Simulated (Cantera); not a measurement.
Charge: 1 mol BN, 0.11 mol O2, equilibrated at 440 Pa.

Equilibrium computed with Cantera from the NASA thermochemical tables; the gas is ideal and each condensed phase is pure. Candidate condensed phases: B, BN, B2O3; 17 gas species. Mutual solubility and eutectic melting of coexisting phases are not modelled. The numbers say what is thermodynamically allowed, not how fast it happens.

Q: Which condensed phases are stable at each of these points (T (K)): 850, 950, 1050, 1150, 1250, 1350, 1450, 1550, 1650, 1750, 1850?

A: 
```
T (K)  condensed phases  B condensed (%)
-----  ----------------  ---------------
850     BN(s) + B2O3(l)            100.0
950     BN(s) + B2O3(l)            100.0
1050    BN(s) + B2O3(l)            100.0
1150    BN(s) + B2O3(l)            100.0
1250    BN(s) + B2O3(l)            100.0
1350    BN(s) + B2O3(l)            100.0
1450    BN(s) + B2O3(l)            100.0
1550    BN(s) + B2O3(l)             99.8
1650    BN(s) + B2O3(l)             98.5
1750    BN(s) + B2O3(l)             84.1
1850              BN(s)             82.5
```

From 850 K to 1750 K the condensed part is BN(s) + B2O3(l). At 1850 K the condensed part is BN(s).
